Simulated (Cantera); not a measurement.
Cantera run, input and output.

```python
import numpy as np
import cantera as ct

gas = ct.Solution("h2o2.yaml")
gas.TPX = 500, 101325, {'H2': 1, 'O2': 0.704, 'N2': 2.65, 'H2O': 0.1}
flame = ct.FreeFlame(gas, width=0.04)
flame.set_refine_criteria(ratio=3, slope=0.08, curve=0.16)
flame.transport_model = "mixture-averaged"
flame.solve(loglevel=0, auto=True)
z, T = flame.grid, flame.T
thick = (T[-1] - T[0]) / np.gradient(T, z).max()
show = ['H2', 'O2', 'H2O', 'OH', 'O', 'H']
print(f"laminar burning velocity  {flame.velocity[0] * 100:.3f} cm/s")
print(f"burnt temperature         {T[-1]:.1f} K")
print(f"thermal thickness         {thick * 1e3:.4f} mm")
print(f"grid points               {len(z)}")
z0 = z[flame.heat_release_rate.argmax()]
print(f"{'z/mm':>9s}{'T/K':>9s}{'u/(m/s)':>9s}" + "".join(f"{s:>11s}" for s in show))
rows = []
for k in (-3, -2, -1.5, -1, -0.5, -0.25, 0, 0.25, 0.5, 1, 2, 4, 8):
    zz = z0 + k * thick
    rows.append([k * thick, np.interp(zz, z, T), np.interp(zz, z, flame.velocity),
                 *(np.interp(zz, z, flame.X[gas.species_index(s)]) for s in show)])
    print(f"{rows[-1][0] * 1e3:9.3f}{rows[-1][1]:9.1f}{rows[-1][2]:9.3f}" + "".join(f"{x:11.3e}" for x in rows[-1][3:]))
```

Output:

```
laminar burning velocity  337.684 cm/s
burnt temperature         2127.4 K
thermal thickness         0.3886 mm
grid points               113
     z/mm      T/K  u/(m/s)         H2         O2        H2O         OH          O          H
   -1.166    500.0    3.377  2.245e-01  1.581e-01  2.245e-02  7.138e-15  4.154e-13  5.147e-15
   -0.777    500.0    3.377  2.245e-01  1.581e-01  2.245e-02  4.603e-13  2.679e-11  3.378e-13
   -0.583    500.0    3.376  2.244e-01  1.581e-01  2.246e-02  7.016e-12  4.074e-10  5.277e-12
   -0.389    500.3    3.374  2.233e-01  1.583e-01  2.249e-02  4.301e-10  1.770e-08  8.336e-10
   -0.194    529.8    3.519  2.094e-01  1.602e-01  2.447e-02  3.233e-05  5.285e-06  3.230e-05
   -0.097    769.4    4.956  1.689e-01  1.550e-01  4.892e-02  7.647e-04  2.387e-04  2.377e-03
    0.000   1164.2    7.303  9.830e-02  1.245e-01  1.190e-01  2.562e-03  3.333e-03  1.418e-02
    0.097   1451.0    9.020  4.185e-02  8.267e-02  1.915e-01  7.249e-03  8.592e-03  2.313e-02
    0.194   1606.6    9.942  2.314e-02  6.496e-02  2.206e-01  1.056e-02  1.024e-02  2.148e-02
    0.389   1762.3   10.826  1.655e-02  5.791e-02  2.358e-01  1.261e-02  8.801e-03  1.428e-02
    0.777   1899.2   11.573  1.214e-02  5.485e-02  2.474e-01  1.268e-02  6.024e-03  7.513e-03
    1.554   2005.9   12.138  7.441e-03  5.295e-02  2.579e-01  1.105e-02  3.462e-03  3.140e-03
    3.109   2075.0   12.495  3.757e-03  5.218e-02  2.657e-01  8.401e-03  1.685e-03  1.037e-03
```

Model: the H2/O2 subset of GRI-Mech 3.0, which has no nitrogen chemistry, integrated in Cantera. Burning velocities carry a grid error of a few per cent, more on coarse grids.
